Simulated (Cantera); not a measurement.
A closed system holds: 1 mol Si, 4 mol HF, 4.3 mol N₂, equilibrated at 1425 K and 1.00 bar.

Cantera equilibrium calculation (NASA polynomials, part measured and part estimated; ideal gas, pure solids and liquids). Candidate condensed phases: Si, Si₃N₄; 37 gas species. The tables' values for SiF₃, SiF₂ are old estimates; treat these amounts as uncertain. Kinetics and transport are ignored.

Base state: N₂ 0.588, H₂ 0.270, SiF₄ 0.133, HF 0.00425, SiHF₃ 0.00235, SiF₃ 0.00183, SiH₂F₂ 1.93e-5, SiF₂ 1.65e-5 (mole fractions); condensed: gas only.

Question: What changes in the equilibrium state with this change: HF from 4 to 9.2 mol?

Answer: 
```csv
species,before,after
HF,0.00425,0.416
N₂,0.588,0.344
H₂,0.270,0.160
SiF₄,0.133,0.0800
SiH₂F₂,1.93e-5,<1e-9
SiF₂,1.65e-5,<1e-9
SiHF₃,0.00235,8.56e-6
SiF₃,0.00183,8.67e-6
```
